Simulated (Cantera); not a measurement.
A Cantera script and what it prints.

```python
import numpy as np
import cantera as ct

gas_names = """
    CL CL2 H HCL H2 N NH NH2 NH3 N2 N2H2 N2H4 Si SiCL SiCL2 SiCL3 SiCL4 SiH SiHCL3 SiH2 SiH2CL2 SiH3
    SiH3CL SiH4 SiN Si2 Si2N Si3
""".split()
cond_names = """
    NH4CL(a) NH4CL(b) Si(cr) Si(L) Si3N4(a)
""".split()


def load(file, names, dense=False):
    # The tables refer to 1 bar. Condensed volumes are neglected.
    table = {s.name: s for s in ct.Species.list_from_file(file)}
    out = []
    for n in names:
        d = dict(table[n].input_data)
        d["thermo"] = dict(d["thermo"], **{"reference-pressure": 1e5})
        if dense:
            d["equation-of-state"] = {"model": "constant-volume", "density": "1e6 g/cm^3"}
        out.append(ct.Species.from_dict(d))
    return out


gas = ct.Solution(thermo="ideal-gas", species=load("nasa_gas.yaml", gas_names))
cond = {s.name: ct.Solution(thermo="fixed-stoichiometry", species=[s], name=s.name)
        for s in load("nasa_condensed.yaml", cond_names, dense=True)}
atoms = {
    'Si2Cl6': {'Si': 2, 'CL': 6},
    'N2': {'N': 2},
    'H2': {'H': 2},
}
top_T = {'Si3N4(a)': 2400}  # K; cautious upper limits of use, not melting points


def equilibrate(T, P, feed):
    n = {}
    for name, mol in feed.items():
        for a, k in atoms[name].items():
            n[a] = n.get(a, 0.0) + k * mol
    gas.TPX = T, P, n
    mass = sum(n.values()) * gas.mean_molecular_weight
    gas.equilibrate("TP")
    valid = [c for c in cond.values() if c.min_temp <= T <= top_T.get(c.name, c.max_temp)]
    mix = ct.Mixture([(gas, mass / gas.mean_molecular_weight)] + [(c, 0.0) for c in valid])
    mix.T, mix.P = T, P
    mix.equilibrate("TP", solver="vcs", rtol=1e-11, max_steps=5000)
    return mix


results = []
feed = {'Si2Cl6': 1, 'N2': 37, 'H2': 1.8}  # mol
P = 5700  # Pa
for T in [723, 923, 1123, 1323, 1523, 1723, 1923, 2123]:
    mix = equilibrate(T, P, feed)
    results.append((T, P, feed, dict(zip(mix.species_names, mix.species_moles))))

top = {s: max(r[3][s] / sum(r[3][g] for g in gas_names) for r in results) for s in gas_names}
cols = sorted((s for s in top if top[s] > 1e-06), key=lambda s: -top[s])[:7]
seen = [c for c in cond_names if any(r[3].get(c, 0) > 1e-12 for r in results)]
print("log10 of partial pressures in bar; condensed amounts in mol")
print(f"{'T/K':>10s}" + "".join(f"{s[:9]:>10s}" for s in cols + seen))
for T, P, feed, n in results:
    ng = sum(n[g] for g in gas_names)
    print(f"{T:10.4g}" + "".join(f"{np.log10(max(n[s] / ng * P / 1e5, 1e-99)):10.3f}" for s in cols)
          + "".join(f"{n.get(c, 0):10.4g}" for c in seen))
```

Output:

```
log10 of partial pressures in bar; condensed amounts in mol
       T/K        N2       HCL     SiCL2     SiCL4        H2     SiCL3        CL  Si3N4(a)
       723    -1.288    -2.492   -13.385    -2.878    -3.025    -9.330   -14.012    0.3559
       923    -1.289    -2.430    -8.962    -2.921    -3.158    -6.744   -10.479    0.3848
      1123    -1.290    -2.400    -6.135    -2.949    -3.251    -5.089    -8.197    0.3998
      1323    -1.290    -2.387    -4.200    -3.008    -3.307    -3.973    -6.610    0.3942
      1523    -1.294    -2.418    -2.986    -3.454    -3.226    -3.458    -5.536    0.2507
      1723    -1.297    -2.589    -2.591    -4.848    -2.934    -3.856    -4.972  0.003018
      1923    -1.297    -2.582    -2.577    -5.711    -2.948    -4.201    -4.257         0
      2123    -1.299    -2.585    -2.585    -6.439    -2.964    -4.503    -3.683         0
```

Equilibrium computed with Cantera from the NASA thermochemical tables; the gas is ideal and each condensed phase is pure. The feed counts by its element totals alone. N2 is the only nitrogen source here; it is nearly inert below about 1500 K, so the nitride shown seldom forms there in practice. The tables' values for SiCl3, SiCl, SiN are old estimates; treat these amounts as uncertain.
